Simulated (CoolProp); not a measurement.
c-C4F8 (RC318) along the isobar 0.379 MPa: Z from the reference equation and from simpler models built on Tc = 115.2 °C, pc = 2.778 MPa, ω = 0.355; each cubic takes its own stable root.

The numbers come from the reference Helmholtz-energy equation of state, Platzer 1990 in CoolProp. This equation is an older, rougher fit.

| T (°C) | phase | reference | Pitzer virial | van der Waals | Soave-Redlich-Kwong |
|---|---|---|---|---|---|
| 69.25 | gas | 0.9261 | 0.9245 | 0.9424 | 0.9245 |
| 83.55 | gas | 0.9365 | 0.9349 | 0.9480 | 0.9347 |
| 97.85 | gas | 0.9450 | 0.9435 | 0.9529 | 0.9433 |
| 112.25 | gas | 0.9521 | 0.9508 | 0.9572 | 0.9507 |
| 126.55 | gas | 0.9581 | 0.9569 | 0.9610 | 0.9569 |
| 140.85 | gas | 0.9632 | 0.9622 | 0.9643 | 0.9624 |
| 155.25 | gas | 0.9676 | 0.9668 | 0.9673 | 0.9671 |
| 169.55 | gas | 0.9713 | 0.9707 | 0.9700 | 0.9711 |
| 183.85 | gas | 0.9746 | 0.9741 | 0.9724 | 0.9747 |
| 198.15 | gas | 0.9775 | 0.9770 | 0.9745 | 0.9778 |
| 212.55 | gas | 0.9801 | 0.9796 | 0.9765 | 0.9806 |
| 226.85 | gas | 0.9823 | 0.9819 | 0.9782 | 0.9830 |
